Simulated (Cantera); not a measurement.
Feed: 1 mol C2H6, 0.17 mol O2, 6.3 mol H2, equilibrated at 1.33 mbar.

Equilibrium computed with Cantera from the NASA thermochemical tables; the gas is ideal and each condensed phase is pure. Candidate condensed phases: C, C6H6, C7H8, C8H18, H2O; 110 gas species. Equilibrium is a limit: real reactors are often held back by kinetics, nucleation or transport.

x: gas mole fraction; n: condensed amount in mol.

```
T (K)    x H2       x H    x CO       x C      x C3  x C2H2 (acetylene)  n C(graphite)
-----  ------  --------  ------  --------  --------  ------------------  -------------
1073    0.965   3.77e-7  0.0353    <1e-12    <1e-12             6.93e-9           1.66
1273    0.965       [?]  0.0353    <1e-12    <1e-12                 [?]           1.66
1473    0.964  0.000340  0.0353    <1e-12    <1e-12             6.27e-6           1.66
1673    0.962   0.00306  0.0352  4.98e-12  1.31e-12             5.48e-5           1.66
1873    0.948    0.0172  0.0350   1.23e-9  7.32e-10            0.000296           1.65
2073    0.897    0.0682  0.0341   1.04e-7   1.18e-7             0.00110           1.64
2273    0.764     0.201  0.0317   4.02e-6   7.57e-6             0.00288           1.60
2473    0.525     0.442  0.0275   8.58e-5  0.000244             0.00506           1.52
2673      [?]       [?]     [?]       [?]       [?]             0.00545            [?]
2873   0.0881     0.854  0.0190   0.00792    0.0226             0.00202              0
3073   0.0284     0.907  0.0177    0.0238    0.0161            0.000220              0
```

Some entries are withheld; supply them.


- 2673, x H2: 0.255
- 2673, x H: 0.709
- 2673, x CO: 0.0225
- 2673, x C: 0.00115
- 2673, x C3: 0.00460
- 2673, n C(graphite): 1.20
- 1273, x H: 1.92e-5
- 1273, x C2H2 (acetylene): 3.58e-7
